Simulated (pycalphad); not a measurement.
Source of the numbers: pycalphad with the COST 507 light-alloy database (1999); pressure 1 atm. The data set is of 1999 and partly superseded. Kinetics are ignored, which matters at the lower temperatures.

**Hf-8.94B (at.%): equilibrium cooling sequence**

```json
[
 {"T (°C)": "2056.5", "phases above": "liquid", "phases below": "bcc + liquid"},
 {"T (°C)": "1880.5", "phases above": "bcc + liquid", "phases below": "bcc + BM"},
 {"T (°C)": "1790.7", "phases above": "bcc + BM", "phases below": "BM + hcp"}
]
```

Changes were sought between steps of 75 K, so a narrower field can be missed.

Database names, with the compositions (at.%) that they take in these runs: BM: Hf 50 B 50.
